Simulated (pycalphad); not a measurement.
**Freezing of Si-Ti alloys with rising Ti**

Source of the numbers: pycalphad with the COST 507 light-alloy database (1999); pressure 1 atm. These are 1990s assessments: newer ones move some temperatures and phases. Phase fractions are per mole of atoms.

Scheil-Gulliver runs (no diffusion in the solid, steps of 4 K) beside full equilibrium.

```json
[
 {"alloy": "Si-25.8Ti (at.%)", "liquidus (K)": "?", "Scheil, half solid (K)": "at the invariant end", "Scheil, 80 % solid (K)": "at the invariant end", "Scheil, invariant end (K)": "?", "liquid left at that end": "?", "equilibrium solidus (K)": "?"},
 {"alloy": "Si-38.7Ti (at.%)", "liquidus (K)": "1819", "Scheil, half solid (K)": "at the invariant end", "Scheil, 80 % solid (K)": "at the invariant end", "Scheil, invariant end (K)": "1747", "liquid left at that end": "0.83", "equilibrium solidus (K)": "1747"},
 {"alloy": "Si-51.6Ti (at.%)", "liquidus (K)": "2214", "Scheil, half solid (K)": "2114", "Scheil, 80 % solid (K)": "at the invariant end", "Scheil, invariant end (K)": "1747", "liquid left at that end": "0.20", "equilibrium solidus (K)": "1843"}
]
```

### Question
What belongs in the gaps?

### Answer

- Si-25.8Ti (at.%), liquidus (K): 1707
- Si-25.8Ti (at.%), Scheil, invariant end (K): 1604
- Si-25.8Ti (at.%), liquid left at that end: 0.51
- Si-25.8Ti (at.%), equilibrium solidus (K): 1604
